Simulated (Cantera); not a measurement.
Input (Python, Cantera) and output of one run.

```python
import numpy as np
import cantera as ct

gas_names = """
    C CH CH2 CH3 CH2OH CH3O CH4 CH3OH CO CO2 COOH C2 C2H CHCO,ketyl C2H2,acetylene C2H2,vinylidene
    CH2CO,ketene C2H3,vinyl CH3CO,acetyl C2H4 C2H4O,ethylen CH3CHO,ethanal CH3COOH (HCOOH)2 C2H5 C2H6
    CH3OCH3 C2H5OH C2O C3 C3H3,propargyl C3H4,allene C3H4,propyne C3H4,cyclo- C3H5,allyl C3H6,propylene
    C3H6,cyclo- C3H6O C3H7,n-propyl C3H7,i-propyl C3H8 C3H8O,1propanol C3H8O,2propanol C3O2 C4 C4H2
    C4H4,1,3-cyclo- C4H6,butadiene C4H6,2-butyne C4H6,cyclo- C4H8,1-butene C4H8,cis2-buten
    C4H8,tr2-butene C4H8,isobutene C4H8,cyclo- (CH3COOH)2 C4H9,n-butyl C4H9,i-butyl C4H9,s-butyl
    C4H9,t-butyl C4H10,isobutane C4H10,n-butane C5 C5H6,1,3cyclo- C5H8,cyclo- C5H10,1-pentene
    C5H10,cyclo- C5H11,pentyl C5H11,t-pentyl C5H12,n-pentane C5H12,i-pentane CH3C(CH3)2CH3 C6H2
    C6H5,phenyl C6H5O,phenoxy C6H6 C6H5OH,phenol C6H10,cyclo- C6H12,1-hexene C6H12,cyclo- C6H13,n-hexyl
    C7H7,benzyl C7H8 C7H8O,cresol C7H14,1-heptene C7H15,n-heptyl C7H16,n-heptane C8H8,styrene
    C8H10,ethylbenz C8H16,1-octene C8H17,n-octyl C8H18,isooctane C8H18,n-octane C9H19,n-nonyl
    C10H8,naphthale C10H21,n-decyl C12H9,o-bipheny C12H10,bipheny H HCO HO2 H2 HCHO,formaldehy HCOOH H2O
    H2O2 O OH O2 O3 Pb PbO Pb2
""".split()
cond_names = """
    C(gr) C6H6(L) C7H8(L) C8H18(L),n-octa H2O(s) H2O(L) Pb(cr) Pb(L) PbO(rd) PbO(yw) PbO(L) PbO2(s)
    Pb3O4(s)
""".split()


def load(file, names, dense=False):
    # The tables refer to 1 bar. Condensed volumes are neglected.
    table = {s.name: s for s in ct.Species.list_from_file(file)}
    out = []
    for n in names:
        d = dict(table[n].input_data)
        d["thermo"] = dict(d["thermo"], **{"reference-pressure": 1e5})
        if dense:
            d["equation-of-state"] = {"model": "constant-volume", "density": "1e6 g/cm^3"}
        out.append(ct.Species.from_dict(d))
    return out


gas = ct.Solution(thermo="ideal-gas", species=load("nasa_gas.yaml", gas_names))
cond = {s.name: ct.Solution(thermo="fixed-stoichiometry", species=[s], name=s.name)
        for s in load("nasa_condensed.yaml", cond_names, dense=True)}
atoms = {
    'Pb': {'Pb': 1},
    'CO': {'C': 1, 'O': 1},
    'H2': {'H': 2},
}
top_T = {'C(gr)': 4500, 'Pb3O4(s)': 820}  # K; cautious upper limits of use, not melting points


def equilibrate(T, P, feed):
    n = {}
    for name, mol in feed.items():
        for a, k in atoms[name].items():
            n[a] = n.get(a, 0.0) + k * mol
    gas.TPX = T, P, n
    mass = sum(n.values()) * gas.mean_molecular_weight
    gas.equilibrate("TP")
    valid = [c for c in cond.values() if c.min_temp <= T <= top_T.get(c.name, c.max_temp)]
    mix = ct.Mixture([(gas, mass / gas.mean_molecular_weight)] + [(c, 0.0) for c in valid])
    mix.T, mix.P = T, P
    mix.equilibrate("TP", solver="vcs", rtol=1e-11, max_steps=5000)
    return mix


results = []
T = 700  # K
P = 1000  # Pa
for m in [0.085, 0.099, 0.11, 0.13, 0.15, 0.17, 0.2, 0.23, 0.27, 0.31, 0.36, 0.41, 0.47]:
    feed = {'Pb': 1, 'CO': m, 'H2': 33}  # mol
    mix = equilibrate(T, P, feed)
    results.append((T, P, feed, dict(zip(mix.species_names, mix.species_moles))))
    x = sorted(zip(gas.X, gas.species_names), reverse=True)
    print(f"T = {T:g} K  P = {P:g} Pa  n(CO) = {m:g} mol  gas = {mix.phase_moles(0):.4g} mol")
    print("   x: " + "  ".join(f"{s} {v:.3e}" for v, s in x if v > 1e-05))
    print("   condensed (mol): " + ("  ".join(f"{mix.phase(i).name} {mix.phase_moles(i):.4g}"
          for i in range(1, mix.n_phases) if mix.phase_moles(i) > 1e-12) or "none"))
```

Output:

```
T = 700 K  P = 1000 Pa  n(CO) = 0.085 mol  gas = 32.92 mol
   x: H2 9.949e-01  CH4 2.564e-03  H2O 2.563e-03  CO 1.832e-05
   condensed (mol): Pb(L) 1
T = 700 K  P = 1000 Pa  n(CO) = 0.099 mol  gas = 32.9 mol
   x: H2 9.940e-01  CH4 2.983e-03  H2O 2.983e-03  CO 2.487e-05
   condensed (mol): Pb(L) 1
T = 700 K  P = 1000 Pa  n(CO) = 0.11 mol  gas = 32.89 mol
   x: H2 9.933e-01  CH4 3.313e-03  H2O 3.312e-03  CO 3.073e-05
   condensed (mol): Pb(L) 1
T = 700 K  P = 1000 Pa  n(CO) = 0.13 mol  gas = 32.87 mol
   x: H2 9.921e-01  CH4 3.910e-03  H2O 3.908e-03  CO 4.296e-05
   condensed (mol): Pb(L) 1
T = 700 K  P = 1000 Pa  n(CO) = 0.15 mol  gas = 32.85 mol
   x: H2 9.909e-01  CH4 4.506e-03  H2O 4.504e-03  CO 5.726e-05
   condensed (mol): Pb(L) 1
T = 700 K  P = 1000 Pa  n(CO) = 0.17 mol  gas = 32.84 mol
   x: H2 9.897e-01  CH4 5.100e-03  H2O 5.097e-03  CO 7.361e-05
   condensed (mol): Pb(L) 1
T = 700 K  P = 1000 Pa  n(CO) = 0.2 mol  gas = 32.81 mol
   x: H2 9.879e-01  CH4 5.988e-03  H2O 5.983e-03  CO 1.020e-04
   condensed (mol): Pb(L) 1
T = 700 K  P = 1000 Pa  n(CO) = 0.23 mol  gas = 32.78 mol
   x: H2 9.861e-01  CH4 6.873e-03  H2O 6.864e-03  CO 1.351e-04
   condensed (mol): Pb(L) 1
T = 700 K  P = 1000 Pa  n(CO) = 0.27 mol  gas = 32.74 mol
   x: H2 9.837e-01  CH4 8.045e-03  H2O 8.031e-03  CO 1.863e-04  CO2 1.432e-05
   condensed (mol): Pb(L) 1
T = 700 K  P = 1000 Pa  n(CO) = 0.31 mol  gas = 32.71 mol
   x: H2 9.813e-01  CH4 9.210e-03  H2O 9.189e-03  CO 2.459e-04  CO2 2.168e-05
   condensed (mol): Pb(L) 1
T = 700 K  P = 1000 Pa  n(CO) = 0.36 mol  gas = 32.66 mol
   x: H2 9.784e-01  CH4 1.066e-02  H2O 1.062e-02  CO 3.318e-04  CO2 3.392e-05
   condensed (mol): Pb(L) 1
T = 700 K  P = 1000 Pa  n(CO) = 0.41 mol  gas = 32.62 mol
   x: H2 9.754e-01  CH4 1.209e-02  H2O 1.204e-02  CO 4.305e-04  CO2 5.002e-05
   condensed (mol): Pb(L) 1
T = 700 K  P = 1000 Pa  n(CO) = 0.47 mol  gas = 32.57 mol
   x: H2 9.719e-01  CH4 1.379e-02  H2O 1.371e-02  CO 5.656e-04  CO2 7.514e-05
   condensed (mol): Pb(L) 1
```

Equilibrium computed with Cantera from the NASA thermochemical tables; the gas is ideal and each condensed phase is pure.
